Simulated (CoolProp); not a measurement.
A simple Rankine cycle with cyclopropane: condensing at 325.15 K, boiler at 3.43 MPa, turbine inlet 472 K, turbine efficiency 0.6, pump efficiency 0.7, no recuperator. Each further row changes one setting.

The numbers come from the reference Helmholtz-energy equation of state, Polt 1992 in CoolProp. This equation is an older, rougher fit; its heat capacities, sound speeds and derivatives of the liquid may be far off and weren't checked against measurements.

| case | thermal efficiency (%) | net work (kJ/kg) | heat in (kJ/kg) | turbine exit temperature (K) | volume ratio over the turbine |
|---|---|---|---|---|---|
| as stated | 6.0 | 37.7 | 627 | 442.1 | 2.46 |
| condensing temperature 317.15 K | 7.1 | 45.9 | 646 | 436.5 | 2.95 |
| boiler pressure 2.4 MPa | 3.8 | 24.3 | 641 | 455.0 | 1.70 |
| turbine efficiency 0.5 | 4.9 | 30.5 | 627 | 445.4 | 2.48 |
